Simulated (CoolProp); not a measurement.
Vapour pressure (MPa) of decamethyltetrasiloxane (MD2M): the reference equation beside estimates from Tc = 326.2 °C, pc = 1.144 MPa, ω = 0.635. Clausius-Clapeyron is anchored at 1.65 °C with a constant enthalpy of vaporisation of 61.89 kJ/mol.

Values from CoolProp's reference Helmholtz-energy equation of state, Thol 2017.

```tsv
T (°C)	reference	Clausius-Clapeyron	Redlich-Kwong
1.65	6.595e-6	6.595e-6	0.0007127
20.55	3.650e-5	3.769e-5	0.001943
39.45	0.0001552	0.0001745	0.004549
58.35	0.0005340	0.0006781	0.009430
77.25	0.001544	0.002277	0.01773
96.15	0.003873	0.006752	0.03078
115.05	0.008630	0.01801	0.05006
133.95	0.01743	0.04388	0.07712
152.85	0.03244	0.09875	0.1136
171.75	0.05634	0.2074	0.1610
```

Absolute difference from the reference over all 10 rows, mean and median: Clausius-Clapeyron 89.7 and 60.9 %, Redlich-Kwong 2342.8 and 871.5 %.
